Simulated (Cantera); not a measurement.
Feed: 1 mol CsOH, 5.2 mol H2O, 0.012 mol H2, held at 1.33 mbar.

Equilibrium computed with Cantera from the NASA thermochemical tables; the gas is ideal and each condensed phase is pure. Candidate condensed phases: Cs, CsOH, H2O; 15 gas species. The numbers say what is thermodynamically allowed, not how fast it happens.

At 1427 °C, list the 6 most abundant gas species with their mole fractions, and the condensed phases.

H2O 0.827, CsOH 0.130, Cs 0.0274, O2 0.00789, H2 0.00512, OH 0.00241. Condensed: gas only.
